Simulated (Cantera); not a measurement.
Charge: 1 mol Si, 3.1 mol HCl, 10 mol H₂, held at 1.30 bar.

Equilibrium computed with Cantera from the NASA thermochemical tables; the gas is ideal and each condensed phase is pure. Candidate condensed phases: Si; 19 gas species. The numbers say what is thermodynamically allowed, not how fast it happens.

Over these rows the condensed part is Si(s). Partial pressures as log10 of bar:

```
T (K)  1000/T (1/K)  log p HCl  log p H₂  log p SiCl₄  log p SiHCl₃
-----  ------------  ---------  --------  -----------  ------------
500          2.0000      -5.70      0.08        -1.33         -1.34
600          1.6667      -4.44      0.08        -1.32         -1.35
700          1.4286          ?      0.08        -1.31         -1.37
800          1.2500      -2.88      0.08        -1.30         -1.39
900          1.1111      -2.36      0.08        -1.30         -1.40
1000         1.0000      -1.95      0.08        -1.31         -1.43
```

Task: Fit log p(HCl) = a + b·(1000/T) to the five rows, give the apparent enthalpy, and predict the row at 700 K.

Result: Means: 1000/T = 1.4056, log p = -3.466. Sxy = -2.613989, Sxx = 0.6969375, so b = -3.75 and a = -3.466 − (-3.75)×1.4056 = 1.80.
Apparent enthalpy: −19.145 × (-3.75) = 72 kJ/mol. With the condensed phases at unit activity, 1/2 H₂(g) + 1/4 SiCl₄(g) = HCl(g) + 1/4 Si(s) links this pressure to the main gases: over the six rows their terms move log p by +0.01 in all, so the slope is close to that reaction's ΔH°. The five rows lie within 0.01 of the line.
Prediction at 700 K: 1.80 + (-3.75)×1.4286 = -3.56. The computed value is -3.55, 0.01 from the line.
